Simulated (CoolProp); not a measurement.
Computed with CoolProp (reference Helmholtz-energy equation of state, Thol 2019).

Q: Give the vapour pressure (MPa), enthalpy of vaporisation (kJ/kg), surface tension (mN/m) of saturated n-pentane at 20.75, 32.55, 91.75 °C.

A: 
```csv
T (°C),p (MPa),enthalpy of vaporisation (kJ/kg),surface tension (mN/m)
20.75,0.0582,370,15.9
32.55,0.0897,361,14.6
91.75,0.491,306,8.38
```

Surface tension comes from a separate correlation (Mulero 2012).
